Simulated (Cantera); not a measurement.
A Cantera script and what it prints.

```python
import numpy as np
import cantera as ct

gas_names = """
    H2S Na H
""".split()
cond_names = """
    Na2S(1) Na2S(2) Na2S(L) S(cr1) S(cr2) S(L)
""".split()


# ... load() reads the species with a 1 bar reference pressure and builds the phases ...
species = {s.name: s for s in load("nasa_gas.yaml", gas_names) + load("nasa_condensed.yaml", cond_names)}
# Each term lists the table entries of one substance; the one whose range holds T is used.
reactions = {
    'H2S(g) + 2 Na(g) = 2 H(g) + Na2S':
        [(-1, ['H2S']), (-2, ['Na']), (2, ['H']), (1, ['Na2S(1)', 'Na2S(2)', 'Na2S(L)'])],
    '2 Na(g) + S = Na2S':
        [(-2, ['Na']), (-1, ['S(cr1)', 'S(cr2)', 'S(L)']), (1, ['Na2S(1)', 'Na2S(2)', 'Na2S(L)'])],
}


def pick(names, T):
    return next(species[n] for n in names if species[n].thermo.min_temp <= T <= species[n].thermo.max_temp)


results = []
for label, terms in reactions.items():
    print(label)
    print("     T/K   dH/kJ  dS/(J/K)   dG/kJ   log10 K")
    for T in [300, 350, 425, 500, 575, 650, 725, 800, 875, 950, 1025]:
        used = [(nu, pick(names, T)) for nu, names in terms]
        dH = sum(nu * s.thermo.h(T) for nu, s in used) / 1e6
        dS = sum(nu * s.thermo.s(T) for nu, s in used) / 1e3
        dG = dH - T * dS / 1e3
        logK = -dG * 1e6 / (ct.gas_constant * T * np.log(10))
        results.append((label, T, dH, dS, dG, logK, [s.name for _, s in used]))
        print(f"{T:8g} {dH:8.1f} {dS:8.1f} {dG:8.1f} {logK:8.2f}")
```

It prints:

```
H2S(g) + 2 Na(g) = 2 H(g) + Na2S
     T/K   dH/kJ  dS/(J/K)   dG/kJ   log10 K
     300   -124.1   -187.2    -67.9    11.83
     350   -121.7   -179.7    -58.8     8.77
     425   -118.0   -170.3    -45.7     5.61
     500   -114.4   -162.4    -33.2     3.47
     575   -110.7   -155.6    -21.3     1.93
     650   -107.1   -149.7     -9.8     0.79
     725   -103.5   -144.4      1.2    -0.09
     800    -99.9   -139.7     11.8    -0.77
     875    -96.4   -135.5     22.1    -1.32
     950    -92.8   -131.6     32.2    -1.77
    1025    -89.3   -128.0     41.9    -2.13
2 Na(g) + S = Na2S
     T/K   dH/kJ  dS/(J/K)   dG/kJ   log10 K
     300   -580.7   -243.1   -507.7    88.40
     350   -579.8   -240.3   -495.6    73.97
     425   -580.9   -243.3   -477.5    58.69
     500   -580.6   -242.7   -459.3    47.98
     575   -580.2   -242.0   -441.1    40.07
     650   -579.4   -240.6   -423.0    33.99
     725   -578.2   -238.9   -405.0    29.18
     800   -576.9   -237.2   -387.2    25.28
     875   -575.7   -235.7   -369.4    22.05
     950   -574.5   -234.4   -351.8    19.34
    1025   -573.1   -233.0   -334.3    17.04
```

Standard-state values (1 bar) from the NASA 1993 polynomials, evaluated with Cantera. Condensed species are held in their standard states even where they would react or evaporate.
